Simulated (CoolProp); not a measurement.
Vapour-liquid equilibrium of ethanol (1) + n-hexane (2) at 407 K; x and y are mole fractions of (1).

The numbers come from the multi-fluid Helmholtz-energy mixture model, Schroeder 2014 and Thol 2019; pair parameters Bell 2016 in CoolProp.

```csv
x,"bubble pressure, mixture model (kPa)","bubble pressure, Raoult's law (kPa)","y, mixture model","y, Raoult's law"
0.05,(withheld),547.2,0.168,0.058
0.2,(withheld),561.8,(withheld),0.228
0.35,840.8,576.3,0.457,0.388
0.5,853.8,590.8,0.510,0.541
0.65,843.9,605.3,0.573,0.686
0.8,796.6,619.9,0.681,0.825
0.95,689.1,634.4,0.891,0.957
```

Complete the blanks.


- 0.05, bubble pressure, mixture model (kPa): 640.0
- 0.2, bubble pressure, mixture model (kPa): 791.4
- 0.2, y, mixture model: 0.377

The largest gap from Raoult's law is +45.9 % in bubble pressure, at x = 0.35. y crosses x between x = 0.5 and 0.65: the model has an azeotrope there.

The pair parameters rest on a limited set of measurements; away from them the model extrapolates.
